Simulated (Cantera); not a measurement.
Feed: 1 mol FeCl2, a varied amount of H2O, 1.8 mol H2, at 2075 K and 0.420 bar.

Equilibrium computed with Cantera from the NASA thermochemical tables; the gas is ideal and each condensed phase is pure. Candidate condensed phases: Fe, FeCl2, FeCl3, FeO, Fe(OH)2, Fe(OH)3, Fe2O3, Fe3O4, H2O; 22 gas species. Each liquid is taken as pure. Mutual solubility and eutectic melting of coexisting phases are not modelled. The tables' stoichiometric FeO is somewhat more stable than real wüstite, so its field is too wide. FeO: taken at fixed stoichiometry. Kinetics and transport are ignored.

### Question
What share of the Fe ends up in condensed phases as a function of n(H2O) (mol), at 0.12, 0.2, 0.35, 0.59, 1, 1.7, 2.9, 5, 8.6, 15?

### Answer
```tsv
n(H2O) (mol)	Fe condensed (%)	as
0.12	39.6	Fe(l)
0.2	39.6	Fe(l)
0.35	39.6	Fe(l)
0.59	39.5	Fe(l)
1	41.6	Fe(l) + FeO(l)
1.7	49.1	FeO(l)
2.9	60.2	FeO(l)
5	70.6	FeO(l)
8.6	79.3	FeO(l)
15	86.0	FeO(l)
```
